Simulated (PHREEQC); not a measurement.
Make-up at 25 °C: 110 mmol/kgw HCl, 0.086 mmol/kgw CuSO4 and 73 mmol/kgw MnSO4. Closed to the air; pH follows from the charge balance.

All values are PHREEQC results (ion-association model, phreeqc.dat), not measurements.

This is a speciation only: nothing precipitates in the calculation.

Question: Order these Cl species by the share of Cl that they hold, largest first: MnCl+, MnCl2, Cl-.

Answer: Cl- (94 %), MnCl+ (5.9 %), MnCl2 (0.25 %)

Question: Order these S species by the share of S that they hold, largest first: HSO4-, SO4-2, MnSO4.

Answer: HSO4- (53 %), SO4-2 (27 %), MnSO4 (19 %)

The pH is 1.25 and the ionic strength 0.254 mol/kgw. Species that the database lacks are ignored.
